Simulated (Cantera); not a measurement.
An isothermal, constant-pressure homogeneous reactor starts with 15.3 % NH₃, 84.7 % N₂, at 2098 K and 1.20 bar.

Detailed kinetics in Cantera: the gas-phase N/H chemistry of the illustrative SiF4/NH3 mechanism in the Surface Chemkin manual (1991). Walls and surfaces, which speed up NH3 decomposition in real reactors, are not modelled.

x: mole fraction; the columns are a selection and need not sum to one.

| t (s) | x NH₃ | x H | x N | x N₂H₄ | x N₂H₂ |
|---|---|---|---|---|---|
| 2.00e-6 | 0.153 | 1.06e-6 | 2.12e-12 | 1.05e-10 | 3.01e-10 |
| 1.25e-5 | 0.153 | 1.09e-6 | 7.58e-10 | 4.58e-9 | 1.91e-8 |
| 7.87e-5 | 0.152 | 2.80e-6 | 3.18e-8 | 1.18e-7 | 7.59e-7 |
| 0.000493 | 0.147 | 1.56e-5 | 2.62e-7 | 1.63e-7 | 1.35e-6 |
| 0.00309 | ? | ? | ? | ? | ? |
| 0.0194 | 0.0352 | 0.000308 | 1.65e-6 | 1.17e-8 | 2.31e-7 |
| 0.122 | ? | 0.00121 | ? | 7.35e-12 | 3.91e-10 |
| 0.763 | 1.74e-5 | 0.00126 | 3.02e-8 | <1e-12 | 2.59e-12 |
| 4.78 | 2.84e-6 | 0.00126 | 4.93e-9 | <1e-12 | 1.05e-12 |
| 30.0 | 1.63e-6 | 0.00126 | 2.83e-9 | <1e-12 | 1.02e-12 |

### Question
Some entries are withheld; supply them.

### Answer

- 0.00309, x NH₃: 0.119
- 0.00309, x H: 7.02e-5
- 0.00309, x N: 1.11e-6
- 0.00309, x N₂H₄: 7.82e-8
- 0.00309, x N₂H₂: 9.79e-7
- 0.122, x NH₃: 0.000290
- 0.122, x N: 4.44e-7
